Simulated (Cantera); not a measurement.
A perfectly stirred reactor is fed with C2H6 : N2 = 1.6 : 1.8 (molar parts), at 1.01 bar; it is held at 1348 K, and followed from long to short residence time.

Computed with Cantera and GRI-Mech 3.0 (53 species, 325 reactions). GRI-Mech 3.0 stops at C3 and has no aromatics, soot or wall deposition, so with more carbon than oxygen in the feed, carbon stays in small species such as C2H2 where larger ones or solid carbon would form.

x: mole fraction; the columns are a selection and need not sum to one.

```
τ (s)    x C2H6   x CH4     x CH2  x C2H2  x C2H4    x C2H
------  -------  ------  --------  ------  ------  -------
0.95    0.00200   0.128  4.00e-10   0.146  0.0822      ___
0.34    0.00335   0.111  6.72e-10   0.141  0.0933      ___
0.13    0.00584   0.100   1.13e-9   0.132   0.108      ___
0.045    0.0117  0.0928   2.07e-9   0.113   0.131  2.93e-9
0.017    0.0240  0.0875   3.69e-9  0.0863   0.160  2.93e-9
0.0060   0.0546  0.0785   6.82e-9  0.0527   0.186      ___
0.0022    0.120  0.0609   1.16e-8  0.0251   0.183      ___
```

Some entries are withheld; supply them.


- 0.95, x C2H: 1.48e-9
- 0.34, x C2H: 1.98e-9
- 0.13, x C2H: 2.50e-9
- 0.0060, x C2H: 2.30e-9
- 0.0022, x C2H: 1.36e-9
